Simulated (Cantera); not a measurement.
Charge: 1 mol PbO, 0.086 mol CO, 35 mol H₂, held at 13300 Pa.

Cantera equilibrium calculation (NASA polynomials, part measured and part estimated; ideal gas, pure solids and liquids). Candidate condensed phases: C, C₆H₆, C₇H₈, C₈H₁₈, H₂O, Pb, PbO, PbO₂, Pb₃O₄; 113 gas species. The numbers say what is thermodynamically allowed, not how fast it happens.

x: gas mole fraction; n: condensed amount in mol.

```json
[
 {"T (K)": "950", "x H₂": "0.969", "x H₂O": "0.0286", "x Pb": "3.77e-5", "x CO": "0.00215", "x CH₄": "0.000190", "x H": "1.50e-9", "x CO₂": "0.000114", "n Pb(l)": "0.999"},
 {"T (K)": "1000", "x H₂": "0.969", "x H₂O": "0.0285", "x Pb": "0.000121", "x CO": "0.00230", "x CH₄": "4.94e-5", "x H": "6.12e-9", "x CO₂": "9.71e-5", "n Pb(l)": "0.996"},
 {"T (K)": "1050", "x H₂": "0.969", "x H₂O": "0.0284", "x Pb": "0.000349", "x CO": "0.00236", "x CH₄": "1.39e-5", "x H": "2.19e-8", "x CO₂": "8.14e-5", "n Pb(l)": "0.988"},
 {"T (K)": "1100", "x H₂": "0.968", "x H₂O": "0.0284", "x Pb": "0.000909", "x CO": "0.00238", "x CH₄": "4.33e-6", "x H": "6.97e-8", "x CO₂": "6.88e-5", "n Pb(l)": "0.968"},
 {"T (K)": "1150", "x H₂": "0.967", "x H₂O": "0.0284", "x Pb": "0.00217", "x CO": "0.00239", "x CH₄": "1.48e-6", "x H": "2.01e-7", "x CO₂": "5.89e-5", "n Pb(l)": "0.924"},
 {"T (K)": "1200", "x H₂": "0.964", "x H₂O": "0.0283", "x Pb": "0.00482", "x CO": "0.00239", "x CH₄": "5.51e-7", "x H": "5.31e-7", "x CO₂": "5.11e-5", "n Pb(l)": "0.830"},
 {"T (K)": "1250", "x H₂": "0.959", "x H₂O": "0.0282", "x Pb": "(withheld)", "x CO": "0.00238", "x CH₄": "(withheld)", "x H": "(withheld)", "x CO₂": "(withheld)", "n Pb(l)": "(withheld)"},
 {"T (K)": "1300", "x H₂": "0.950", "x H₂O": "0.0279", "x Pb": "0.0197", "x CO": "0.00236", "x CH₄": "9.26e-8", "x H": "2.95e-6", "x CO₂": "3.94e-5", "n Pb(l)": "0.295"},
 {"T (K)": "1350", "x H₂": "0.942", "x H₂O": "0.0277", "x Pb": "0.0277", "x CO": "0.00235", "x CH₄": "4.17e-8", "x H": "6.34e-6", "x CO₂": "3.51e-5", "n Pb(l)": "0"},
 {"T (K)": "1400", "x H₂": "0.942", "x H₂O": "0.0277", "x Pb": "0.0277", "x CO": "0.00235", "x CH₄": "2.03e-8", "x H": "1.29e-5", "x CO₂": "3.18e-5", "n Pb(l)": "0"},
 {"T (K)": "1450", "x H₂": "0.942", "x H₂O": "0.0277", "x Pb": "0.0277", "x CO": "0.00235", "x CH₄": "(withheld)", "x H": "(withheld)", "x CO₂": "2.91e-5", "n Pb(l)": "0"},
 {"T (K)": "1500", "x H₂": "0.942", "x H₂O": "0.0277", "x Pb": "0.0277", "x CO": "0.00236", "x CH₄": "5.58e-9", "x H": "4.68e-5", "x CO₂": "2.68e-5", "n Pb(l)": "0"},
 {"T (K)": "1550", "x H₂": "0.942", "x H₂O": "0.0277", "x Pb": "0.0277", "x CO": "0.00236", "x CH₄": "3.12e-9", "x H": "8.37e-5", "x CO₂": "2.48e-5", "n Pb(l)": "0"},
 {"T (K)": "1600", "x H₂": "0.942", "x H₂O": "0.0277", "x Pb": "0.0277", "x CO": "0.00236", "x CH₄": "1.81e-9", "x H": "0.000145", "x CO₂": "2.31e-5", "n Pb(l)": "0"}
]
```

Task: Some entries are withheld; supply them.

Result: 
- 1450, x CH₄: 1.04e-8
- 1450, x H: 2.51e-5
- 1250, x Pb: 0.0100
- 1250, x CH₄: 2.20e-7
- 1250, x H: 1.30e-6
- 1250, x CO₂: 4.47e-5
- 1250, n Pb(l): 0.644
